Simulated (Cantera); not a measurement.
A closed system holds: 1 mol Si(CH3)4, 150 mol H2, 0.02 mol HCl, at 1575 K and 42.0 mbar.

Equilibrium computed with Cantera from the NASA thermochemical tables; the gas is ideal and each condensed phase is pure. Candidate condensed phases: C, C6H6, C7H8, C8H18, Si, SiC; 109 gas species. Equilibrium is a limit: real reactors are often held back by kinetics, nucleation or transport.

Problem. What is the equilibrium state?

Solution. 
```
Quantity                             Result
--------------------------------  ---------
x(H2)                                 1.000
x(H)                               0.000203
x(HCl)                             0.000128
x(CH4)                              7.63e-5
x(C2H2 (acetylene))                 2.11e-5
n(C(graphite))                     2.98 mol
n(SiC(s))                         1.000 mol
gas amount                        156.0 mol
log10 activity of Si(s) (absent)      -2.02
```
